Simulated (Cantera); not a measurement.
A Cantera script and its output.

```python
import numpy as np
import cantera as ct

surf = ct.Interface("diamond.yaml", "diamond_100")
gas, bulk = surf.adjacent["gas"], surf.adjacent["diamond"]
k = surf.kinetics_species_index(bulk.species_names[0])
cover = ["c6HH", "c6H*", "c6*H", "c6**", "c6HM", "c6B"]

rows, drift = [], 0.0
print(f"{'xCH3':>10s}{'um/h':>11s}" + "".join(f"{s:>11s}" for s in cover))
for v in [1e-06, 2.4e-06, 5.9e-06, 1.4e-05, 3.4e-05, 8.4e-05, 0.0002, 0.00049, 0.0012]:
    T, P, xH, xCH3 = 923, 4600, 0.0036, v
    gas.TPX = T, P, {"H": xH, "CH3": xCH3, "CH4": 0.018, "H2": 1 - xH - xCH3 - 0.018}
    surf.TP = bulk.TP = T, P
    surf.coverages = "c6H*:0.1, c6HH:0.9"
    surf.advance_coverages(100.0)
    before = surf.coverages
    surf.advance_coverages(100.0)
    drift = max(drift, np.max(np.abs(surf.coverages - before) / (surf.coverages + 1e-9)))
    rate = surf.net_production_rates[k] * bulk.mean_molecular_weight / bulk.density * 3.6e9
    rows.append([rate, *surf[cover].coverages])
    print(f"{v:10.4g}{rate:11.4e}" + "".join(f"{x:11.3e}" for x in rows[-1][1:]))
```

It prints:

```
      xCH3       um/h       c6HH       c6H*       c6*H       c6**       c6HM        c6B
     1e-06 1.6375e-02  6.696e-01  1.210e-02  3.127e-01  5.339e-03  2.097e-04  4.444e-11
   2.4e-06 3.9284e-02  6.693e-01  1.210e-02  3.126e-01  5.336e-03  5.030e-04  1.066e-10
   5.9e-06 9.6476e-02  6.687e-01  1.209e-02  3.123e-01  5.330e-03  1.235e-03  2.618e-10
   1.4e-05 2.2839e-01  6.673e-01  1.206e-02  3.116e-01  5.315e-03  2.925e-03  6.197e-10
   3.4e-05 5.5145e-01  6.638e-01  1.200e-02  3.099e-01  5.279e-03  7.062e-03  1.496e-09
   8.4e-05 1.3430e+00  6.553e-01  1.184e-02  3.059e-01  5.192e-03  1.720e-02  3.644e-09
    0.0002 3.0956e+00  6.363e-01  1.149e-02  2.968e-01  4.999e-03  3.964e-02  8.400e-09
   0.00049 7.0244e+00  5.939e-01  1.070e-02  2.765e-01  4.567e-03  8.997e-02  1.906e-08
    0.0012 1.4575e+01  5.123e-01  9.192e-03  2.375e-01  3.746e-03  1.868e-01  3.955e-08
```

Cantera simulation using the Harris–Goodwin 1993 mechanism for the reconstructed diamond (100) surface; the numbers are that mechanism's predictions, not measurements.
